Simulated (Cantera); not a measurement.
# Equilibrium for iron carbonyl, mercury and lead vapours: Pb + H₂

Charge: 1 mol Pb, 19 mol H₂, held at 950 K and 22000 Pa.

Cantera equilibrium calculation (NASA polynomials, part measured and part estimated; ideal gas, pure solids and liquids). Candidate condensed phases: Pb; 4 gas species. Kinetics and transport are ignored.

- x(H₂) = 1.000
- x(Pb) = 2.29e-5
- n(Pb(l)) = 1.000 mol
- gas amount = 19.00 mol
